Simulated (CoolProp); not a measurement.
Saturation properties of nitrous oxide.

The numbers come from the reference Helmholtz-energy equation of state, Lemmon 2006 in CoolProp. It is a short technical equation, of lower accuracy than the large ones.

| T (K) | p (kPa) | vapour density (kg/m³) | enthalpy of vaporisation (kJ/kg) | surface tension (mN/m) |
|---|---|---|---|---|
| 187.8 | 121.6 | 3.534 | 370.7 | 23.0 |
| 195.7 | 187.6 | 5.290 | 361.6 | 21.3 |
| 203.6 | 278.5 | 7.654 | 352.0 | 19.5 |
| 211.5 | 400.0 | 10.76 | 341.9 | 17.8 |
| 219.5 | 560.2 | 14.81 | 331.1 | 16.0 |
| 227.4 | 761.5 | 19.88 | 319.8 | 14.3 |
| 235.3 | 1012 | 26.23 | 307.6 | 12.7 |
| 243.3 | 1324 | 34.22 | 294.4 | 11.1 |
| 251.2 | 1695 | 43.99 | 280.2 | 9.50 |

It boils at 184.7 K under 1 atm.

Surface tension comes from a separate correlation (Mulero 2012).
